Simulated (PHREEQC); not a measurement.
0.1 mol of Fluorite (CaF2) is brought to equilibrium with 1 kg of water holding 25 mmol/kgw KCl, with rising amounts of KH2PO4, at 60 °C. Oxygen is held at 0.21 atm. The system is closed to CO2. Only these solids could form: Fluorite, Portlandite, Hydroxyapatite, Fluorapatite.

Model: ion-association model, wateq4f.dat, run in PHREEQC.

**Question.** Predict pH at KH2PO4 added (mol) = 0, 0.0167, 0.025, 0.0417, 0.05.

**Answer.** 
```
KH2PO4 added (mol)    pH
------------------  ----
0                   6.70
0.0167              4.69
0.025               4.65
0.0417              4.59
0.05                4.57
```

H3PO4, which wateq4f.dat lacks, is added to it with the constant of phreeqc.dat. Constants without temperature data keep their 25 °C values here.
